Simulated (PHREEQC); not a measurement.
Leach liquor

Consider water at 25 °C with 0.29 mol H2SO4, 0.014 mol NiSO4 and 0.00032 mol Fe2(SO4)3 per kg of water. Closed to the air; pH follows from the charge balance.

The numbers come from PHREEQC with the ion-association model, wateq4f.dat.

Each row changes one thing in this solution. Precipitation was switched off in this run.

```csv
case,pH,ionic strength (mol/kgw),HSO4- (mol/kgw),SO4-2 (mol/kgw)
as made,0.62,0.378,0.267,0.0338
0.005 mol/kgw NaCl added,0.62,0.384,0.266,0.0339
0.018 mol/kgw Na2SO4 added,0.64,0.404,0.279,0.0376
diluted 10-fold with water,1.48,0.0526,…,…
Fe2(SO4)3 left out,0.61,0.377,0.266,0.0337
NiSO4 replaced by KHSO4 at the same molality,…,0.371,0.271,0.0330
```

**Question.** Complete the blanks.

**Answer.** 
- diluted 10-fold with water, HSO4- (mol/kgw): 0.0192
- diluted 10-fold with water, SO4-2 (mol/kgw): 0.0108
- NiSO4 replaced by KHSO4 at the same molality, pH: 0.60

Some of these states are supersaturated (in Hematite (slow to form), for instance).
